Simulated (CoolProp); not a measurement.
Aqueous potassium carbonate as a coolant, 21 % by mass, freezing at -9.5 °C, 1 atm.

The numbers come from the Melinder's fits for secondary coolants in CoolProp.

| T (°C) | viscosity (mPa s) | density (kg/m³) | cp (kJ/(kg K)) | Prandtl number |
|---|---|---|---|---|
| -7.2 | 3.60 | 1211 | 3.229 | 21.8 |
| 1.4 | 2.77 | 1208 | 3.243 | 16.4 |
| 9.9 | 2.23 | 1205 | 3.256 | 12.9 |
| 18.5 | 1.83 | 1201 | 3.269 | 10.4 |
| 27.1 | 1.54 | 1197 | 3.281 | … |
| 35.7 | 1.31 | … | 3.293 | … |

Problem. Fill in the missing entries.

Solution. 
- 27.1, Prandtl number: 8.56
- 35.7, density (kg/m³): 1193
- 35.7, Prandtl number: 7.11
